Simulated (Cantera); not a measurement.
Charge: 1 mol CuF₂, 0.23 mol H₂O, a varied amount of H₂, held at 2100 K and 0.990 bar.

Equilibrium computed with Cantera from the NASA thermochemical tables; the gas is ideal and each condensed phase is pure. Candidate condensed phases: Cu, CuF₂, CuO, Cu(OH)₂, Cu₂O, H₂O; 27 gas species. Rates play no part.

Question: At 280 mol H₂, list the 4 most abundant gas species with their mole fractions, and the condensed phases.

Answer: H₂ 0.985, HF 0.00707, Cu 0.00352, H 0.00311. Condensed: gas only.
